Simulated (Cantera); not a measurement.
Cantera run, input and output.

```python
import numpy as np
import cantera as ct

gas = ct.Solution("gri30.yaml")
gas.TPX = 2200, 100000, {'NO': 2.2, 'N2': 1.5}
reactor = ct.IdealGasConstPressureReactor(gas, energy="off", clone=False)
net = ct.ReactorNet([reactor])
net.rtol, net.atol = 1e-08, 1e-18
show = ['NO', 'NO2', 'O', 'N2O', 'N2']
times = np.geomspace(7e-06, 80, 14)

steps = ct.SolutionArray(gas, extra=["t"])
rows = []
print(f"{'t/s':>10s}{'T/K':>9s}{'P/Pa':>11s}" + "".join(f"{s:>11s}" for s in show))
for t in times:
    while net.time < t:
        t_next = net.step()
        steps.append(gas.state, t=t_next)
    rows.append([np.interp(t, steps.t, y) for y in (steps.T, steps.P, *steps(*show).X.T)])
    print(f"{t:10.3e}{rows[-1][0]:9.1f}{rows[-1][1]:11.4g}" + "".join(f"{x:11.3e}" for x in rows[-1][2:]))
rate = np.gradient(steps.T, steps.t)
print("integrator steps:", len(steps.t))
if steps.T.max() > steps.T[0] + 200:
    print(f"time of steepest temperature rise: {steps.t[rate.argmax()]:.4e} s")
gas.TPX = 2200, 100000, {'NO': 2.2, 'N2': 1.5}
gas.equilibrate("TP")
print(f"equilibrium (TP): T = {gas.T:.1f} K  " + "  ".join(f"{s} {gas[s].X[0]:.3e}" for s in show))
```

Output:

```
       t/s      T/K       P/Pa         NO        NO2          O        N2O         N2
 7.000e-06   2200.0      1e+05  5.946e-01  1.133e-06  9.925e-06  1.047e-05  4.054e-01
 2.444e-05   2200.0      1e+05  5.945e-01  9.325e-06  3.156e-05  3.415e-05  4.054e-01
 8.530e-05   2200.0      1e+05  5.943e-01  5.151e-05  1.085e-04  9.492e-05  4.055e-01
 2.978e-04   2200.0      1e+05  5.933e-01  1.600e-04  3.002e-04  1.695e-04  4.058e-01
 1.039e-03   2200.0      1e+05  5.900e-01  1.946e-04  3.625e-04  1.797e-04  4.074e-01
 3.628e-03   2200.0      1e+05  5.783e-01  2.230e-04  4.162e-04  1.711e-04  4.133e-01
 1.267e-02   2200.0      1e+05  5.368e-01  2.907e-04  5.655e-04  1.439e-04  4.340e-01
 4.421e-02   2200.0      1e+05  4.030e-01  3.551e-04  8.884e-04  7.719e-05  5.008e-01
 1.543e-01   2200.0      1e+05  1.459e-01  1.919e-04  1.298e-03  9.989e-06  6.293e-01
 5.388e-01   2200.0      1e+05  2.263e-02  3.352e-05  1.453e-03  8.599e-07  6.909e-01
 1.881e+00   2200.0      1e+05  1.399e-02  2.087e-05  1.463e-03  7.303e-07  6.952e-01
 6.565e+00   2200.0      1e+05  1.397e-02  2.085e-05  1.463e-03  7.301e-07  6.952e-01
 2.292e+01   2200.0      1e+05  1.397e-02  2.085e-05  1.463e-03  7.301e-07  6.952e-01
 8.000e+01   2200.0      1e+05  1.397e-02  2.085e-05  1.463e-03  7.301e-07  6.952e-01
integrator steps: 1021
equilibrium (TP): T = 2200.0 K  NO 1.397e-02  NO2 2.085e-05  O 1.463e-03  N2O 7.301e-07  N2 6.952e-01
```

Detailed kinetics in Cantera: GRI-Mech 3.0 (53 species, 325 reactions).
